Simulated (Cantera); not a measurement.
An adiabatic, constant-pressure homogeneous reactor starts with CH4 : C2H6 : O2 : N2 = 1 : 0.21 : 2.76 : 10.4 (molar parts), at 1675 K and 101000 Pa.

Model: GRI-Mech 3.0 (53 species, 325 reactions), integrated in Cantera.

x: mole fraction; the columns are a selection and need not sum to one.

| t (s) | T (K) | x CH4 | x C2H6 | x O2 | x CH2O | x CH3 |
|---|---|---|---|---|---|---|
| 2.00e-6 | 1673 | 0.0696 | 0.0144 | 0.192 | ___ | 0.000450 |
| 7.96e-6 | 1668 | 0.0692 | 0.0135 | 0.192 | ___ | 0.00161 |
| 3.17e-5 | 1718 | 0.0575 | 0.00606 | 0.177 | ___ | 0.00404 |
| 0.000126 | 2644 | <1e-12 | <1e-12 | 0.0299 | 3.13e-10 | <1e-12 |
| 0.000501 | 2803 | <1e-12 | <1e-12 | 0.0254 | 3.57e-10 | <1e-12 |
| 0.00199 | 2799 | <1e-12 | <1e-12 | 0.0230 | 3.68e-10 | <1e-12 |
| 0.00794 | 2797 | <1e-12 | <1e-12 | 0.0224 | 3.71e-10 | <1e-12 |
| 0.0316 | 2797 | <1e-12 | <1e-12 | 0.0224 | 3.71e-10 | <1e-12 |
| 0.126 | 2797 | <1e-12 | <1e-12 | 0.0224 | 3.71e-10 | <1e-12 |
| 0.500 | 2797 | <1e-12 | <1e-12 | 0.0224 | 3.71e-10 | <1e-12 |

**Question.** Complete the blanks.

**Answer.** 
- 2.00e-6, x CH2O: 5.72e-6
- 7.96e-6, x CH2O: 0.000136
- 3.17e-5, x CH2O: 0.00356
